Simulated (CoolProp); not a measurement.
Computed with CoolProp (reference Helmholtz-energy equation of state, Pan 2012).

### Question
For R236FA, give the phase and the Z, Joule-Thomson coefficient (K/MPa), isothermal compressibility (1/MPa) at 400 K and 0.709 MPa; 400 K and 1.24 MPa; 400 K and 1.42 MPa.

### Answer
- 400 K and 0.709 MPa: gas; Z 0.920, Joule-Thomson coefficient 9.63, isothermal compressibility 1.54
- 400 K and 1.24 MPa: gas; Z 0.853, Joule-Thomson coefficient 10.6, isothermal compressibility 0.962
- 400 K and 1.42 MPa: gas; Z 0.829, Joule-Thomson coefficient 10.9, isothermal compressibility 0.872
